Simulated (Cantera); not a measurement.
A freely propagating, adiabatic, planar premixed flame of H2 : O2 : N2 = 1 : 0.735 : 2.76 (molar parts), equivalence ratio 0.68, unburnt at 573 K and 0.870 bar; mixture-averaged transport, grid criteria slope 0.08 and curve 0.16, no radiation.

Model: the H2/O2 subset of GRI-Mech 3.0, which has no nitrogen chemistry, integrated in Cantera. Burning velocities carry a grid error of a few per cent, more on coarse grids. Lean hydrogen flames are cellular in practice and burn faster than this planar one.

Q: Predict: laminar burning velocity; thermal thickness; peak x(O); peak x(HO2); peak x(OH); peak x(H2O2).

A: 
| Item | Result |
|---|---|
| laminar burning velocity | 467 cm/s |
| thermal thickness | 0.515 mm |
| peak x(O) | 0.0133 |
| peak x(HO2) | 0.000286 |
| peak x(OH) | 0.0142 |
| peak x(H2O2) | 1.94e-5 |
